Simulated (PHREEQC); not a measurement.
# Acid rinse or clean (model solution)

Make-up at 25 °C: 0.017 mol HF, 0.00038 mol CaCl2 and 0.0031 mol MnSO4 per kg of water. Closed to the air; pH follows from the charge balance.

Computed with PHREEQC (ion-association model, phreeqc.dat).

Each row changes one thing in this solution. No solid was allowed to form.

```json
[
 {"case": "as made", "pH": "2.54", "ionic strength (mol/kgw)": "0.0144", "HF (mol/kgw)": "0.0132", "F- (mol/kgw)": "0.00344", "Mn+2 (mol/kgw)": "0.00265", "SO4-2 (mol/kgw)": "0.00220"},
 {"case": "diluted 100-fold with water", "pH": "3.86", "ionic strength (mol/kgw)": "0.000275", "HF (mol/kgw)": "2.87e-5", "F- (mol/kgw)": "0.000141", "Mn+2 (mol/kgw)": "3.08e-5", "SO4-2 (mol/kgw)": "3.05e-5"},
 {"case": "HF from 0.017 to 0.0034 mol/kgw", "pH": "2.96", "ionic strength (mol/kgw)": "0.0124", "HF (mol/kgw)": "0.00200", "F- (mol/kgw)": "0.00137", "Mn+2 (mol/kgw)": "0.00262", "SO4-2 (mol/kgw)": "(withheld)"},
 {"case": "CaCl2 left out", "pH": "2.54", "ionic strength (mol/kgw)": "0.0134", "HF (mol/kgw)": "0.0132", "F- (mol/kgw)": "0.00343", "Mn+2 (mol/kgw)": "0.00264", "SO4-2 (mol/kgw)": "0.00223"},
 {"case": "0.0021 mol/kgw LiOH added", "pH": "2.69", "ionic strength (mol/kgw)": "(withheld)", "HF (mol/kgw)": "0.0121", "F- (mol/kgw)": "0.00446", "Mn+2 (mol/kgw)": "0.00263", "SO4-2 (mol/kgw)": "0.00230"},
 {"case": "temperature from 25 to 85 °C", "pH": "(withheld)", "ionic strength (mol/kgw)": "0.0114", "HF (mol/kgw)": "0.0144", "F- (mol/kgw)": "0.00225", "Mn+2 (mol/kgw)": "0.00239", "SO4-2 (mol/kgw)": "0.00160"},
 {"case": "HF from 0.017 to 0.0153 mol/kgw", "pH": "2.56", "ionic strength (mol/kgw)": "0.0142", "HF (mol/kgw)": "0.0117", "F- (mol/kgw)": "0.00325", "Mn+2 (mol/kgw)": "0.00264", "SO4-2 (mol/kgw)": "0.00222"}
]
```

Task: Fill in the missing entries.

Result: 
- HF from 0.017 to 0.0034 mol/kgw, SO4-2 (mol/kgw): 0.00240
- 0.0021 mol/kgw LiOH added, ionic strength (mol/kgw): 0.0156
- temperature from 25 to 85 °C, pH: 2.83

Some of these states are supersaturated (in Fluorite, for instance). Constants without temperature data keep their 25 °C values here.
